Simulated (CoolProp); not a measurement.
Octamethylcyclotetrasiloxane (D4) at several states: Z from the reference equation and from simpler models built on Tc = 586.5 K, pc = 13.47 bar, ω = 0.598; each cubic takes its own stable root.

Model: reference Helmholtz-energy equation of state, Thol 2015, in CoolProp.

```json
[
 {"T (K)": "387.2", "p (bar)": "33.4", "phase": "liquid", "reference": "0.3599"},
 {"T (K)": "415.2", "p (bar)": "0.28", "phase": "gas", "reference": "0.9730"},
 {"T (K)": "557.8", "p (bar)": "3.04", "phase": "gas", "reference": "0.8958"},
 {"T (K)": "435.3", "p (bar)": "7.45", "phase": "liquid", "reference": "0.07756"}
]
```

Task: How far does each simpler model (van der Waals, Soave-Redlich-Kwong, Peng-Robinson) lie from the reference over these 4 states: mean and median of the absolute difference, and the worst?

Result: 
- van der Waals: mean 35.7 %, median 34.6 %, worst +72.1 % at 435.3 K and 7.45 bar
- Soave-Redlich-Kwong: mean 5.0 %, median 5.0 %, worst +9.8 % at 435.3 K and 7.45 bar
- Peng-Robinson: mean 1.5 %, median 1.6 %, worst -2.8 % at 435.3 K and 7.45 bar
